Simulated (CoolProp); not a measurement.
Propylene along the isobar 0.66 MPa: Z from the reference equation and from simpler models built on Tc = 364.2 K, pc = 4.555 MPa, ω = 0.146; each cubic takes its own stable root.

Model: reference Helmholtz-energy equation of state, Lemmon 2013, in CoolProp.

| T (K) | phase | reference | van der Waals | Peng-Robinson |
|---|---|---|---|---|
| 144.7 | liquid | 0.03280 | 0.05271 | 0.03153 |
| 151.1 | liquid | 0.03173 | 0.05090 | 0.03042 |
| 157.5 | liquid | [?] | 0.04925 | 0.02941 |
| 164 | liquid | 0.02985 | 0.04772 | 0.02847 |
| 170.4 | liquid | 0.02903 | 0.04634 | [?] |
| 176.8 | liquid | 0.02829 | 0.04509 | 0.02686 |
| 183.2 | liquid | [?] | 0.04393 | 0.02616 |
| 189.7 | liquid | 0.02696 | 0.04286 | 0.02551 |
| 196.1 | liquid | 0.02637 | 0.04189 | [?] |

**Question.** What belongs in the gaps?

**Answer.** 
- 157.5, reference: 0.03075
- 170.4, Peng-Robinson: 0.02763
- 183.2, reference: 0.02760
- 196.1, Peng-Robinson: 0.02492
